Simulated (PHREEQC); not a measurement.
## Buffer (model solution)

A solution holds 1.3 mmol/kgw NaHCO3 and 43 mmol/kgw K2HPO4, at 52 °C. Closed to the air; pH follows from the charge balance.

All values are PHREEQC results (ion-association model, phreeqc.dat), not measurements.

Precipitation was switched off in this run.

Question: Predict the pH, ionic strength.

Answer: pH 8.89; ionic strength 0.126 mol/kgw.

Question: In which forms is K present?

Answer: K+ 98 %, KHPO4- 2.5 % of the K.

Constants without temperature data keep their 25 °C values here.
